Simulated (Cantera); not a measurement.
Charge: 1 mol TiO2, 4.4 mol Cl2, 0.16 mol O2, equilibrated at 255 Torr.

Equilibrium computed with Cantera from the NASA thermochemical tables; the gas is ideal and each condensed phase is pure. Candidate condensed phases: Ti, TiCl2, TiCl3, TiCl4, TiO, TiO2, Ti2O3, Ti3O5, Ti4O7; 15 gas species. Condensed phases not in the tables: TiOCl. Equilibrium is a limit: real reactors are often held back by kinetics, nucleation or transport. All values below are at 873 K.

Base state: Cl2 0.965, O2 0.0351, Cl 7.46e-5 (mole fractions); condensed: TiO2(rutile).

What changes in the equilibrium state with this change: TiO2 replaced by B2O3?


| species | before | after |
|---|---|---|
| Cl2 | 0.965 | 0.965 |
| O2 | 0.0351 | 0.0351 |
| Cl | 7.46e-5 | 7.46e-5 |
| TiO2(rutile), mol | 1.000 | 0 |
| B2O3(l), mol | 0 | 1.00 |
Further candidate phases: B, B2O3.
